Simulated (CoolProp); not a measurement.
Vapour-liquid equilibrium of CHF3 (R23) (1) + R143a (2) at 0.531 MPa; x and y are mole fractions of (1).

Computed with CoolProp (multi-fluid Helmholtz-energy mixture model, Penoncello 2003 and Lemmon and Jacobsen 2000; pair parameters Bell 2016).

### Question
Give the bubble temperature and the first vapour's composition at x = 0.05, 0.2, 0.575. Is there an azeotrope?

### Answer
x = 0.05: 264.9 K, y = 0.136; x = 0.2: 255.0 K, y = 0.463; x = 0.575: 237.0 K, y = 0.851. No azeotrope shows between x = 0.05 and 0.95.

Pair parameters are fitted to limited data, so mixtures are less certain than the pure fluids.
